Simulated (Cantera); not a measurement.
Input: 1 mol NH₃, 0.0086 mol SO₂, 4.1 mol O₂, held at 10000 Pa.

Method: chemical equilibrium by Gibbs-energy minimisation in Cantera with the NASA 1993 tables (ideal gas, pure condensed phases). Candidate condensed phases: H₂O, H₂SO₄, S; 35 gas species. Rates play no part. All values below are at 2525 K.

Base state: O₂ 0.565, H₂O 0.231, N₂ 0.0830, OH 0.0541, O 0.0389, NO 0.0128, H 0.00716, H₂ 0.00652 (mole fractions); condensed: gas only.

**Question.** What changes in the equilibrium state with this change: O₂ from 4.1 to 0.062 mol?

**Answer.** 
```
species   before     after
-------  -------  --------
H₂       0.00652     0.619
N₂        0.0830     0.240
H        0.00716    0.0697
O₂         0.565   5.00e-6
H₂O        0.231    0.0653
O         0.0389  0.000116
NO        0.0128   6.47e-5
OH        0.0541   0.00157
H₂S        <1e-9  0.000361
S₂         <1e-9   9.36e-5
SH       2.57e-8   0.00137
```
